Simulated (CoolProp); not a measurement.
A simple Rankine cycle with trans-2-butene: condensing at 301.15 K, boiler at 3.23 MPa, turbine inlet 417.4 K, turbine efficiency 0.7, pump efficiency 0.8, no recuperator. Each further row changes one setting.

The numbers come from the reference Helmholtz-energy equation of state, Lemmon 2005 in CoolProp. It is a short technical equation, of lower accuracy than the large ones.

| case | thermal efficiency (%) | net work (kJ/kg) | heat in (kJ/kg) | turbine exit temperature (K) | volume ratio over the turbine |
|---|---|---|---|---|---|
| as stated | 13.7 | (withheld) | 487 | (withheld) | 17.4 |
| turbine inlet 437.4 K | 14.1 | (withheld) | 555 | 356.9 | 14.9 |
| condensing temperature 293.15 K | 14.6 | 74.0 | 505 | (withheld) | 22.3 |
| boiler pressure 2.26 MPa | (withheld) | 68.8 | 538 | 352.8 | (withheld) |
| turbine efficiency 0.6 | 11.5 | 56.2 | 487 | 331.2 | 17.7 |

Complete the blanks.


- as stated, net work (kJ/kg): 66.6
- as stated, turbine exit temperature (K): 325.3
- turbine inlet 437.4 K, net work (kJ/kg): 78.3
- condensing temperature 293.15 K, turbine exit temperature (K): 319.6
- boiler pressure 2.26 MPa, thermal efficiency (%): 12.8
- boiler pressure 2.26 MPa, volume ratio over the turbine: 9.66
